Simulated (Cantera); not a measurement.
**Low-pressure radical oxidation in H2/O2**

An isothermal, constant-pressure homogeneous reactor starts with H₂ : O₂ = 0.032 : 1 (molar parts), equivalence ratio 0.016, at 975 K and 0.0120 bar.

Model: the H2/O2 subset of GRI-Mech 3.0, which has no nitrogen chemistry, integrated in Cantera. Radical loss at walls, strong at low pressure, is not modelled.

| t (s) | x H₂ | x O₂ | x OH | x H₂O | x H | x H₂O₂ |
|---|---|---|---|---|---|---|
| 2.00e-6 | 0.0310 | 0.969 | <1e-12 | <1e-12 | <1e-12 | <1e-12 |
| 9.28e-6 | 0.0310 | 0.969 | <1e-12 | <1e-12 | 1.18e-12 | <1e-12 |
| 4.31e-5 | 0.0310 | 0.969 | <1e-12 | <1e-12 | 5.01e-12 | <1e-12 |
| 0.000200 | 0.0310 | 0.969 | 8.55e-12 | 3.56e-12 | 1.86e-11 | <1e-12 |
| 0.000928 | 0.0310 | 0.969 | 1.04e-10 | 1.93e-10 | 1.12e-10 | <1e-12 |
| 0.00431 | 0.0310 | 0.969 | 4.77e-8 | 1.49e-7 | 4.60e-8 | <1e-12 |
| 0.0200 | 0.000812 | 0.955 | 0.00115 | 0.0277 | 0.00420 | 8.75e-8 |
| 0.0928 | 5.98e-5 | 0.967 | 0.000295 | 0.0312 | 0.000167 | 4.89e-8 |
| 0.431 | 3.21e-6 | 0.968 | 6.96e-5 | 0.0315 | 2.35e-6 | 3.07e-8 |
| 2.00 | 1.70e-7 | 0.968 | 1.77e-5 | 0.0315 | 3.74e-8 | 1.08e-8 |
x: mole fraction; the columns are a selection and need not sum to one.

Equilibrium at this temperature and pressure: H₂ 1.20e-11, O₂ 0.969, OH 1.74e-7, H₂O 0.0315, H <1e-12, H₂O₂ 6.89e-12 (gas phase only).
